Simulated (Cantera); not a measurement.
A perfectly stirred reactor is fed with CH4 : H2 : N2 = 0.0039 : 0.21 : 0.0005 (molar parts), at 20.0 Torr; it is held at 1798 K, and followed from long to short residence time.

Detailed kinetics in Cantera: GRI-Mech 3.0 (53 species, 325 reactions). GRI-Mech 3.0 stops at C3 and has no aromatics, soot or wall deposition, so with more carbon than oxygen in the feed, carbon stays in small species such as C2H2 where larger ones or solid carbon would form. Radical loss at walls, strong at low pressure, is not modelled.

x: mole fraction; the columns are a selection and need not sum to one.

```json
[
 {"τ (s)": "2.4", "x CH4": "0.00410", "x H2": "0.985", "x C2H2": "0.00682", "x HCN": "3.53e-8", "x CH3": "0.000167", "x C2H": "1.20e-7"},
 {"τ (s)": "1.1", "x CH4": "0.00585", "x H2": "0.984", "x C2H2": "0.00593", "x HCN": "1.90e-8", "x CH3": "0.000230", "x C2H": "1.00e-7"},
 {"τ (s)": "0.54", "x CH4": "0.00790", "x H2": "0.983", "x C2H2": "0.00489", "x HCN": "1.03e-8", "x CH3": "0.000298", "x C2H": "7.94e-8"},
 {"τ (s)": "0.25", "x CH4": "0.0105", "x H2": "0.981", "x C2H2": "0.00356", "x HCN": "4.96e-9", "x CH3": "0.000374", "x C2H": "5.44e-8"},
 {"τ (s)": "0.12", "x CH4": "…", "x H2": "0.980", "x C2H2": "…", "x HCN": "…", "x CH3": "0.000429", "x C2H": "…"},
 {"τ (s)": "0.056", "x CH4": "0.0155", "x H2": "0.979", "x C2H2": "0.00109", "x HCN": "7.71e-10", "x CH3": "0.000437", "x C2H": "1.33e-8"},
 {"τ (s)": "0.026", "x CH4": "0.0171", "x H2": "0.979", "x C2H2": "…", "x HCN": "1.69e-10", "x CH3": "…", "x C2H": "…"},
 {"τ (s)": "0.012", "x CH4": "0.0178", "x H2": "0.979", "x C2H2": "5.80e-5", "x HCN": "1.76e-11", "x CH3": "0.000231", "x C2H": "3.24e-10"},
 {"τ (s)": "0.0059", "x CH4": "0.0180", "x H2": "0.979", "x C2H2": "6.19e-6", "x HCN": "1.30e-12", "x CH3": "0.000125", "x C2H": "1.84e-11"},
 {"τ (s)": "0.0028", "x CH4": "0.0181", "x H2": "0.979", "x C2H2": "3.85e-7", "x HCN": "<1e-12", "x CH3": "6.10e-5", "x C2H": "<1e-12"},
 {"τ (s)": "0.0013", "x CH4": "0.0182", "x H2": "0.979", "x C2H2": "1.78e-8", "x HCN": "<1e-12", "x CH3": "2.86e-5", "x C2H": "<1e-12"}
]
```

Question: What belongs in the gaps?

Answer: 
- 0.12, x CH4: 0.0131
- 0.12, x C2H2: 0.00225
- 0.12, x HCN: 2.22e-9
- 0.12, x C2H: 3.16e-8
- 0.026, x C2H2: 0.000348
- 0.026, x CH3: 0.000366
- 0.026, x C2H: 3.21e-9
